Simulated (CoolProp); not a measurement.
R1123 along the isobar 71.1 bar: fugacity coefficient from the reference equation and from simpler models built on Tc = 331.7 K, pc = 45.49 bar, ω = 0.243; each cubic takes its own stable root.

Model: reference Helmholtz-energy equation of state, Akasaka 2020, in CoolProp.

| T (K) | phase | reference | van der Waals | Soave-Redlich-Kwong | Peng-Robinson |
|---|---|---|---|---|---|
| 216.8 | liquid | 0.02215 | 0.1139 | 0.02268 | 0.02211 |
| 230.6 | liquid | 0.04018 | 0.1497 | 0.04137 | 0.04000 |
| 244.5 | liquid | 0.06708 | 0.1907 | 0.06945 | 0.06676 |
| 258.4 | liquid | 0.1041 | 0.2358 | 0.1084 | 0.1038 |
| 272.3 | liquid | 0.1521 | 0.2846 | 0.1589 | 0.1518 |
| 286.1 | liquid | 0.2106 | 0.3357 | 0.2204 | 0.2103 |
| 300 | liquid | 0.2795 | 0.3892 | 0.2925 | 0.2790 |
| 313.9 | liquid | 0.3567 | 0.4436 | 0.3724 | 0.3553 |
| 327.7 | liquid | 0.4386 | 0.4974 | 0.4558 | 0.4350 |
| 341.6 | supercritical | 0.5218 | 0.5503 | 0.5380 | 0.5137 |
| 355.5 | supercritical | 0.5967 | 0.6001 | 0.6101 | 0.5827 |
| 369.4 | supercritical | 0.6541 | 0.6446 | 0.6663 | 0.6368 |
| 383.2 | supercritical | 0.6986 | 0.6817 | 0.7109 | 0.6804 |
